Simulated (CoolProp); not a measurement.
Properties of R236FA at several states.

Computed with CoolProp (reference Helmholtz-energy equation of state, Pan 2012).

```json
[
 {"T (K)": "234.4", "p (bar)": "69.7", "phase": "liquid", "density (kg/m³)": "?", "speed of sound (m/s)": "831.5"},
 {"T (K)": "279.6", "p (bar)": "5.21", "phase": "liquid", "density (kg/m³)": "?", "speed of sound (m/s)": "?"},
 {"T (K)": "203.3", "p (bar)": "13.4", "phase": "liquid", "density (kg/m³)": "1646", "speed of sound (m/s)": "941.3"},
 {"T (K)": "397.8", "p (bar)": "0.502", "phase": "gas", "density (kg/m³)": "2.320", "speed of sound (m/s)": "?"}
]
```

### Question
Some entries are withheld; supply them.

### Answer

- 234.4, density (kg/m³): 1572
- 279.6, density (kg/m³): 1423
- 279.6, speed of sound (m/s): 608.1
- 397.8, speed of sound (m/s): 151.0
